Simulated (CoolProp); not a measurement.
Vapour-liquid equilibrium of propylene (1) + acetone (2) at 1.92 bar; x and y are mole fractions of (1).

Computed with CoolProp (multi-fluid Helmholtz-energy mixture model, Lemmon 2013 and Lemmon 2006; pair parameters Bell 2016).

```tsv
x	bubble temperature (K)	y at the bubble point	dew temperature at overall composition x (K)	liquid density (mol/L)
0.05	309.6	0.745	347.5	13.25
0.15	269.8	0.962	343.7	13.96
0.25	255.8	0.984	339.7	14.19
0.35	249.9	0.990	335.3	14.25
0.45	247.4	0.992	330.3	14.24
0.55	246.3	0.992	324.6	14.20
0.65	245.6	0.993	317.7	14.15
0.75	244.9	0.994	309.1	14.09
0.85	243.7	0.995	297.0	14.05
0.95	241.8	0.998	274.6	14.04
```

No azeotrope shows between x = 0.05 and 0.95.

The pair parameters rest on a limited set of measurements; away from them the model extrapolates. With so large a gap from Raoult's law the liquid may split in two, which this calculation doesn't test in full.
